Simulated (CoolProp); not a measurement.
Properties of vinyl chloride along the isobar 3.11 bar.

Model: reference Helmholtz-energy equation of state, Thol 2022, in CoolProp.

| T (°C) | phase | cp (kJ/(kg K)) | cv (kJ/(kg K)) | Joule-Thomson coefficient (K/MPa) | fugacity coefficient |
|---|---|---|---|---|---|
| -118.35 | liquid | 1.630 | 0.9769 | -0.3923 | 0.0001124 |
| -112.65 | liquid | 1.605 | 0.9610 | -0.3982 | 0.0002410 |
| -106.85 | liquid | 1.582 | 0.9471 | -0.4033 | 0.0004917 |
| -101.15 | liquid | 1.562 | 0.9353 | -0.4075 | ___ |
| -95.35 | liquid | 1.545 | 0.9250 | -0.4110 | 0.001719 |
| -89.65 | liquid | ___ | ___ | -0.4135 | 0.002985 |
| -83.85 | liquid | 1.517 | 0.9092 | -0.4153 | 0.005025 |
| -78.15 | liquid | ___ | 0.9033 | -0.4162 | 0.008087 |
| -72.45 | liquid | 1.497 | 0.8985 | -0.4163 | 0.01260 |
| -66.65 | liquid | 1.489 | 0.8947 | -0.4155 | 0.01920 |
| -60.95 | liquid | 1.483 | 0.8919 | -0.4139 | 0.02827 |
| -55.15 | liquid | 1.479 | 0.8899 | -0.4115 | 0.04087 |

Problem. Complete the blanks.

Solution. 
- -101.15, fugacity coefficient: 0.0009375
- -89.65, cp (kJ/(kg K)): 1.530
- -89.65, cv (kJ/(kg K)): 0.9165
- -78.15, cp (kJ/(kg K)): 1.506
